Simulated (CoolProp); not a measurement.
Vapour-liquid equilibrium of n-octane (1) + m-xylene (2) at 429.3 K; x and y are mole fractions of (1).

Computed with CoolProp (multi-fluid Helmholtz-energy mixture model, Beckmüller 2019 and Zhou 2012; pair parameters Bell 2016).

```tsv
x	bubble pressure, mixture model (bar)	bubble pressure, Raoult's law (bar)	y, mixture model	y, Raoult's law
0.05	1.609	1.601	0.072	0.069
0.2	1.723	1.696	0.264	0.260
0.35	1.827	1.791	0.430	0.431
0.5	1.924	1.886	0.577	0.584
0.65	2.014	1.981	0.712	0.723
0.8	2.098	2.076	0.838	0.849
0.95	2.177	2.171	0.960	0.964
```

The largest gap from Raoult's law is +2.0 % in bubble pressure, at x = 0.35. No azeotrope shows between x = 0.05 and 0.95.

Pair parameters are fitted to limited data, so mixtures are less certain than the pure fluids.
